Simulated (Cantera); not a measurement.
Cantera run, input and output.

```python
import numpy as np
import cantera as ct

gas = ct.Solution("gri30.yaml")
gas.TPX = 373, 100000, {'CO': 1, 'H2': 0.1, 'O2': 1.25, 'N2': 4.7}
inlet = ct.Reservoir(gas, clone=True)
gas.equilibrate("HP")  # start burning
reactor = ct.IdealGasConstPressureReactor(gas, energy="on", clone=False)
exhaust = ct.Reservoir(gas, clone=True)
tau = [0.15, 0.041, 0.011, 0.003, 0.00082, 0.00022, 6.1e-05, 1.7e-05, 4.5e-06][0]
for a, b in ((inlet, reactor), (reactor, exhaust)):
    ct.MassFlowController(a, b, mdot=lambda t: reactor.mass / tau)
net = ct.ReactorNet([reactor])
show = ['CO', 'H2', 'O2', 'NO2', 'HO2']

rows = []
print(f"{'tau/s':>10s}{'T/K':>9s}" + "".join(f"{s:>11s}" for s in show))
for tau in [0.15, 0.041, 0.011, 0.003, 0.00082, 0.00022, 6.1e-05, 1.7e-05, 4.5e-06]:
    net.initial_time = 0.0
    net.advance(30 * tau)
    before = gas.X
    net.advance(40 * tau)
    drift = np.max(np.abs(gas.X - before) / (gas.X + 1e-9))
    rows.append([gas.T, *gas[show].X, drift])
    print(f"{tau:10.3e}{gas.T:9.1f}" + "".join(f"{x:11.3e}" for x in gas[show].X))
```

Output:

```
     tau/s      T/K         CO         H2         O2        NO2        HO2
 1.500e-01   1669.0  1.484e-03  3.139e-05  1.079e-01  1.455e-07  1.951e-06
 4.100e-02   1649.9  3.397e-03  6.988e-05  1.084e-01  7.961e-08  3.947e-06
 1.100e-02   1608.4  7.664e-03  1.499e-04  1.097e-01  3.914e-08  7.580e-06
 3.000e-03   1521.3  1.711e-02  2.949e-04  1.130e-01  2.215e-08  1.378e-05
 8.200e-04    373.0  1.418e-01  1.418e-02  1.773e-01  3.512e-20  5.598e-19
 2.200e-04    373.0  1.418e-01  1.418e-02  1.773e-01  7.568e-24  1.206e-22
 6.100e-05    373.0  1.418e-01  1.418e-02  1.773e-01  4.780e-25  7.621e-24
 1.700e-05    373.0  1.418e-01  1.418e-02  1.773e-01  3.020e-26  4.814e-25
 4.500e-06    373.0  1.418e-01  1.418e-02  1.773e-01  1.907e-27  3.041e-26
```

Computed with Cantera and GRI-Mech 3.0 (53 species, 325 reactions).
